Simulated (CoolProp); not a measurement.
Properties of n-octane along the isobar 101 kPa (Tc = 568.7 K, pc = 2484 kPa, ω = 0.398).

Computed with CoolProp (reference Helmholtz-energy equation of state, Beckmüller 2019).

```
T (K)  phase       Z  cp (kJ/(kg K))  cv (kJ/(kg K))  speed of sound (m/s)  expansivity (1/kK)  conductivity (mW/(m K))
-----  -----  ------  --------------  --------------  --------------------  ------------------  -----------------------
511.8    gas  0.9782           2.569           2.488                 191.8               2.111                     32.6
525.3    gas  0.9802               …           2.537                 194.7               2.042                        …
538.8    gas  0.9819           2.665           2.586                 197.4               1.979                        …
552.4    gas  0.9835               …           2.634                 200.1               1.919                     37.6
565.9    gas  0.9848           2.759               …                 202.8               1.865                     39.3
579.4    gas  0.9861               …           2.726                 205.4               1.814                     41.0
592.9    gas  0.9872           2.848           2.771                 207.9               1.766                     42.7
606.5    gas  0.9882           2.892           2.815                 210.5               1.720                     44.4
620      gas  0.9891           2.934           2.857                 212.9               1.678                     46.1
```

Q: What belongs in the gaps?

A: 
- 525.3, cp (kJ/(kg K)): 2.618
- 525.3, conductivity (mW/(m K)): 34.3
- 538.8, conductivity (mW/(m K)): 35.9
- 552.4, cp (kJ/(kg K)): 2.713
- 565.9, cv (kJ/(kg K)): 2.680
- 579.4, cp (kJ/(kg K)): 2.804

Thermal conductivity comes from a separate model (Huber 2005).
